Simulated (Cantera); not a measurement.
Input: 1 mol Si2H6, 0.48 mol H2O, 100 mol N2, at 15.0 Pa.

Cantera equilibrium calculation (NASA polynomials, part measured and part estimated; ideal gas, pure solids and liquids). Candidate condensed phases: H2O, Si, SiO2, Si2N2O, Si3N4; 35 gas species. The feed counts by its element totals alone. N2 is the only nitrogen source here; it is nearly inert below about 1500 K, so the nitride shown seldom forms there in practice. Mutual solubility and eutectic melting of coexisting phases are not modelled. The tables' values for SiN are old estimates; treat these amounts as uncertain. Rates play no part.

x: gas mole fraction; n: condensed amount in mol.

| T (°C) | x N2 | x H2 | x H | x Si | x SiO | x Si2N | x SiN | n Si2N2O(s) | n Si3N4(s) | n Si(s) | n Si(l) |
|---|---|---|---|---|---|---|---|---|---|---|---|
| 552 | 0.966 | 0.0340 | 1.19e-10 | <1e-12 | <1e-12 | <1e-12 | <1e-12 | 0.480 | 0.347 | 0 | 0 |
| 702 | 0.966 | 0.0340 | 1.72e-8 | <1e-12 | <1e-12 | <1e-12 | <1e-12 | 0.480 | 0.347 | 0 | 0 |
| 852 | 0.966 | 0.0340 | 6.69e-7 | <1e-12 | 7.11e-10 | <1e-12 | <1e-12 | 0.480 | 0.347 | 0 | 0 |
| 1002 | 0.966 | 0.0340 | 1.11e-5 | 1.87e-9 | 1.09e-6 | ? | 8.93e-11 | 0.480 | 0.347 | 0 | 0 |
| 1152 | 0.966 | 0.0339 | 0.000103 | 1.81e-6 | 0.000347 | ? | 3.91e-8 | 0.445 | 0.358 | 0 | 0 |
| 1302 | 0.961 | 0.0331 | 0.000618 | 0.000383 | 0.00461 | ? | 4.35e-6 | 0 | 0 | 1.48 | 0 |
| 1452 | 0.954 | 0.0318 | 0.00271 | 0.00677 | 0.00458 | ? | 4.52e-5 | 0 | 0 | 0 | 0.778 |
| 1602 | 0.944 | 0.0283 | 0.00901 | 0.0142 | 0.00453 | ? | 6.03e-5 | 0 | 0 | 0 | 0 |
| 1752 | 0.937 | 0.0212 | 0.0229 | 0.0142 | 0.00450 | ? | 4.12e-5 | 0 | 0 | 0 | 0 |

### Question
Some entries are withheld; supply them.

### Answer

- 1002, x Si2N: 1.41e-12
- 1152, x Si2N: 9.00e-9
- 1302, x Si2N: 7.12e-6
- 1452, x Si2N: 7.92e-5
- 1602, x Si2N: 2.10e-5
- 1752, x Si2N: 1.93e-6
